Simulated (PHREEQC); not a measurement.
## Acid rinse or clean: an equilibrium model

Consider water at 25 °C with 0.0013 mol HCl, 0.0005 mol CaCl2 and 0.027 mol KCl per kg of water. Closed to the air; pH follows from the charge balance.

All values are PHREEQC results (ion-association model, phreeqc.dat), not measurements.

No solid was allowed to form.

Task: What pH, specific conductance does the model give?

Result: pH 2.94; specific conductance 4220 µS/cm.

Complexes and solids missing from the database can't appear.
